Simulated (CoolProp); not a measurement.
R245fa along the isobar 113 bar: fugacity coefficient from the reference equation and from simpler models built on Tc = 427.0 K, pc = 36.51 bar, ω = 0.378; each cubic takes its own stable root.

Values from CoolProp's reference Helmholtz-energy equation of state, Akasaka 2015.

```
T (K)          phase  reference  van der Waals  Redlich-Kwong  Soave-Redlich-Kwong  Peng-Robinson
-----  -------------  ---------  -------------  -------------  -------------------  -------------
334.1         liquid    0.05680         0.1697        0.09294              0.06018        0.05621
342.9         liquid    0.07048         0.1858         0.1089              0.07477        0.06973
351.7         liquid    0.08612         0.2023         0.1262              0.09149              …
360.6         liquid     0.1040         0.2195         0.1450               0.1106         0.1029
369.4         liquid     0.1236         0.2369         0.1647               0.1316         0.1224
378.2         liquid     0.1452         0.2546         0.1854               0.1547         0.1438
387           liquid     0.1687         0.2726         0.2071               0.1798         0.1671
395.9         liquid     0.1942         0.2911         0.2299               0.2071         0.1924
404.7         liquid     0.2210         0.3096         0.2531               0.2357         0.2190
413.5         liquid     0.2493         0.3281              …               0.2657         0.2470
422.3         liquid     0.2788         0.3468         0.3011               0.2970         0.2761
431.2  supercritical     0.3096         0.3657              …               0.3295         0.3065
440    supercritical     0.3408         0.3844         0.3504               0.3623         0.3371
```

**Question.** Fill in the missing entries.

**Answer.** 
- 351.7, Peng-Robinson: 0.08521
- 413.5, Redlich-Kwong: 0.2769
- 431.2, Redlich-Kwong: 0.3258
